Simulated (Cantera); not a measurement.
A closed system holds: 1 mol Ta2O5, 1100 mol H2, held at 10.0 mbar.

Equilibrium computed with Cantera from the NASA thermochemical tables; the gas is ideal and each condensed phase is pure. Candidate condensed phases: H2O, Ta, Ta2O5; 12 gas species. Mutual solubility and eutectic melting of coexisting phases are not modelled. Condensed phases not in the tables: N, O or C dissolved in the metal. Equilibrium is a limit: real reactors are often held back by kinetics, nucleation or transport. All values below are at 1525 °C.

Base state: H2 0.996, H 0.00351, H2O 0.000678 (mole fractions); condensed: Ta(s) + Ta2O5(s).

Q: What changes in the equilibrium state with this change: Ta2O5 replaced by CuO?

A: 
```tsv
species	before	after
H2	0.996	0.995
H	0.00351	0.00351
Cu	0	0.000907
H2O	0.000678	0.000906
Ta(s), mol	0.298	0
Ta2O5(s), mol	0.849	0
```
Further candidate phases: Cu, CuO, Cu(OH)2, Cu2O.

Q: What changes in the equilibrium state with this change: Ta2O5 replaced by Cu2O?

A: 
```csv
species,before,after
H2,0.996,0.994
H,0.00351,0.00351
Cu,0,0.00181
H2O,0.000678,0.000906
"Ta(s), mol",0.298,0
"Ta2O5(s), mol",0.849,0
```
Further candidate phases: Cu, CuO, Cu(OH)2, Cu2O.
